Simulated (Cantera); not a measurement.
A closed system holds: 1 mol ZrO₂, 880 mol H₂, 0.09 mol H₂O, at 1375 °C and 0.310 bar.

Equilibrium computed with Cantera from the NASA thermochemical tables; the gas is ideal and each condensed phase is pure. Candidate condensed phases: H₂O, Zr, ZrO₂; 12 gas species. Equilibrium is a limit: real reactors are often held back by kinetics, nucleation or transport.

What is the equilibrium state?


```json
{
 "x(H₂)": "1.000",
 "x(H)": "0.000160",
 "x(H₂O)": "0.000102",
 "n(ZrO₂(tetragonal))": "1.00 mol",
 "gas_amount": "880.2 mol",
 "log10 activity of Zr(β) (absent)": "-7.19"
}
```
